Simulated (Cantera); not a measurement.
Input (Python, Cantera) and output of one run.

```python
import numpy as np
import cantera as ct

gas_names = """
    H HO2 H2 H2O H2O2 O OH O2 O3 Zr ZrO ZrO2
""".split()
cond_names = """
    H2O(s) H2O(L) Zr(a) Zr(b) Zr(L) ZrO2(a) ZrO2(b) ZrO2(L)
""".split()


# ... load() reads the species with a 1 bar reference pressure and builds the phases ...
atoms = {
    'ZrO2': {'Zr': 1, 'O': 2},
    'H2': {'H': 2},
    'H2O': {'H': 2, 'O': 1},
}
top_T = {}  # K; cautious upper limits of use, not melting points


# ... equilibrate(T, P, feed) seeds the gas with the atoms and calls Mixture.equilibrate('TP', solver="vcs", rtol=1e-11, max_steps=5000) ...
results = []
feed = {'ZrO2': 1, 'H2': 200, 'H2O': 2.1}  # mol
T = 1698  # K
P = 700000  # Pa
mix = equilibrate(T, P, feed)
results.append((T, P, feed, dict(zip(mix.species_names, mix.species_moles))))
print(gas.report(threshold=1e-05))
for i in range(1, mix.n_phases):
    print(f"{mix.phase(i).name:16s} {mix.phase_moles(i):12.5e} mol")
```

It prints:

```
       temperature   1698 K
          pressure   7e+05 Pa
           density   0.1082 kg/m^3
  mean mol. weight   2.1822 kg/kmol
   phase of matter   gas

                          1 kg             1 kmol
                     ---------------   ---------------
          enthalpy        1.8546e+07        4.0472e+07  J
   internal energy        1.2077e+07        2.6354e+07  J
           entropy             76998        1.6802e+05  J/K
    Gibbs function        -1.122e+08       -2.4483e+08  J
 heat capacity c_p             15256             33292  J/K
 heat capacity c_v             11446             24978  J/K

                      mass frac. Y      mole frac. X     chem. pot. / RT
                     ---------------   ---------------   ---------------
                 H        2.5114e-05        5.4368e-05            -8.518
                H2            0.9142           0.98956           -17.036
               H2O          0.085779          0.010391           -46.526
     [   +9 minor]        2.2872e-07        2.9347e-08

Zr(b)             0.00000e+00 mol
ZrO2(b)           1.00000e+00 mol
```

These are equilibrium values from Cantera (NASA tables, ideal gas, pure condensed phases), not measurements of a reactor.
